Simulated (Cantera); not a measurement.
Mixture: CH4 : O2 : N2 : H2O = 1 : 1.54 : 5.78 : 0.27 (molar parts), equivalence ratio 1.3, at 8250 Torr, adiabatic and at constant volume. Ignition delay is the time to a rise of 400 K.

Detailed kinetics in Cantera: GRI-Mech 3.0 (53 species, 325 reactions).

Task: Predict: delay at 1175 K; delay at 1275 K; delay at 1375 K; delay at 1475 K; delay at 1575 K; apparent activation energy between 1525 and 1625 K.

Result: 
```json
{
 "delay at 1175 K": "6.30 ms",
 "delay at 1275 K": "1.93 ms",
 "delay at 1375 K": "0.657 ms",
 "delay at 1475 K": "0.241 ms",
 "delay at 1575 K": "94.2 µs",
 "apparent activation energy between 1525 and 1625 K": "190 kJ/mol"
}
```
